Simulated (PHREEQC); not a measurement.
Consider water at 70 °C with 0.084 mol/kgw HF, 0.074 mol/kgw NH4F and 0.01 mol/kgw H2SO4. Closed to the air; pH follows from the charge balance.

All values are PHREEQC results (ion-association model, phreeqc.dat), not measurements.

```
quantity                  before   after
------------------------  ------  ------
pH                          3.10    2.75
ionic strength (mol/kgw)  0.0796  0.0806
HF (mol/kgw)              0.0869  0.0871
F- (mol/kgw)              0.0404  0.0426
HF2- (mol/kgw)            0.0153  0.0142
```

Task: What was changed between the two runs?
(A) HF from 0.084 to 0.042 mol/kgw
(B) HF left out
(C) temperature from 70 to 25 °C
(D) H2SO4 from 0.01 to 0.011 mol/kgw
(E) diluted 5-fold with water

Result: C, temperature from 70 to 25 °C

Precipitation was switched off in this run. Away from 25 °C the constants follow the database's enthalpies or fits; those with neither stay at their 25 °C values.
